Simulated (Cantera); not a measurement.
A perfectly stirred reactor is fed with H₂ : O₂ : N₂ = 1 : 1 : 3.76 (molar parts), at 760 Torr; it is adiabatic with a 725 K inlet, and is followed from long to short residence time, starting on the burning branch (τ in s: 0.21, 0.087, 0.037, 0.015, 0.0065, 0.0027, 0.0011, 0.00048, 0.0002, 8.5e-05).

Detailed kinetics in Cantera: GRI-Mech 3.0 (53 species, 325 reactions).

x: mole fraction; the columns are a selection and need not sum to one.

```
τ (s)    T (K)      x H₂    x O₂       x O       x H  x H₂O      x NO     x OH
-------  -----  --------  ------  --------  --------  -----  --------  -------
0.21      1994  0.000226  0.0942  0.000250   2.97e-5  0.188  0.000301  0.00252
0.087     1992       [?]  0.0942       [?]       [?]  0.188       [?]      [?]
0.037     1988       [?]  0.0940       [?]       [?]  0.188       [?]      [?]
0.015     1979  0.000739  0.0938  0.000769  0.000166  0.187   6.99e-5  0.00431
0.0065    1966   0.00124  0.0934   0.00129  0.000365  0.185   5.09e-5  0.00548
0.0027    1943   0.00215  0.0930   0.00224  0.000850  0.183   3.64e-5  0.00698
0.0011    1905   0.00368  0.0926   0.00383   0.00197  0.180   2.71e-5  0.00866
0.00048   1851   0.00582  0.0923   0.00601   0.00406  0.175   2.33e-5   0.0100
0.00020   1768   0.00897  0.0926   0.00898   0.00810  0.168   2.18e-5   0.0109
8.5e-5    1659    0.0133  0.0941    0.0120    0.0144  0.159   1.91e-5   0.0107
```

What belongs in the gaps?


- 0.087, x H₂: 0.000297
- 0.087, x O: 0.000319
- 0.087, x H: 4.34e-5
- 0.087, x NO: 0.000163
- 0.087, x OH: 0.00283
- 0.037, x H₂: 0.000440
- 0.037, x O: 0.000464
- 0.037, x H: 7.68e-5
- 0.037, x NO: 0.000102
- 0.037, x OH: 0.00339
